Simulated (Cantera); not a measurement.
A closed system holds: 1 mol FeS2, 57 mol H2, 2 mol N2, at 1773.15 K and 1330 Pa.

Method: chemical equilibrium by Gibbs-energy minimisation in Cantera with the NASA 1993 tables (ideal gas, pure condensed phases). Candidate condensed phases: Fe, FeS, FeS2, S; 16 gas species. The numbers say what is thermodynamically allowed, not how fast it happens.

Base state: H2 0.938, N2 0.0334, H2S 0.0120, S2 0.00867, SH 0.00365, H 0.00239, Fe 0.00149, S 0.000481 (mole fractions); condensed: Fe(δ).

Q: What changes in the equilibrium state with this change: temperature from 1773.15 K to 1950 K?

A: 
| species | before | after |
|---|---|---|
| H2 | 0.938 | 0.919 |
| N2 | 0.0334 | 0.0327 |
| Fe | 0.00149 | 0.0154 |
| H | 0.00239 | 0.00952 |
| H2S | 0.0120 | 0.00687 |
| S | 0.000481 | 0.00188 |
| SH | 0.00365 | 0.00583 |
| S2 | 0.00867 | 0.00909 |
| Fe(δ), mol | 0.911 | 0 |
| Fe(l), mol | 0 | 0.0615 |

Q: What changes in the equilibrium state with this change: pressure from 1330 Pa to 390000 Pa?

A: 
```
species        before     after
-----------  --------  --------
H2              0.938     0.945
N2             0.0334    0.0339
H2S            0.0120    0.0208
S2            0.00867   8.83e-5
Fe            0.00149   5.08e-6
NH3           6.84e-8   2.04e-5
S            0.000481   2.84e-6
H             0.00239  0.000140
Fe(δ), mol      0.911     0.259
FeS(l), mol         0     0.741
```
Metal and sulfide melt together well below either melting point, which pure phases cannot show. Mutual solubility and eutectic melting of coexisting phases are not modelled. FeS: taken at fixed stoichiometry.

Q: What changes in the equilibrium state with this change: temperature from 1773.15 K to 1798.15 K?

A: 
```tsv
species	before	after
H2	0.938	0.937
N2	0.0334	0.0334
H2S	0.0120	0.0111
Fe	0.00149	0.00215
S	0.000481	0.000597
H	0.00239	0.00296
SH	0.00365	0.00396
Fe(δ), mol	0.911	0.871
```
